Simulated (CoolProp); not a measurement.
Computed with CoolProp (reference Helmholtz-energy equation of state, Wagner 2002).

Question: Give the vapour pressure (MPa), liquid density (kg/m³), liquid cp (kJ/(kg K)), surface tension (mN/m) of saturated water at 511.3, 517 K.

Answer: 
```
T (K)  p (MPa)  liquid density (kg/m³)  liquid cp (kJ/(kg K))  surface tension (mN/m)
-----  -------  ----------------------  ---------------------  ----------------------
511.3     3.24                     816                   4.76                    28.6
517       3.58                     808                   4.81                    27.3
```

Surface tension comes from a separate correlation (Mulero 2012).
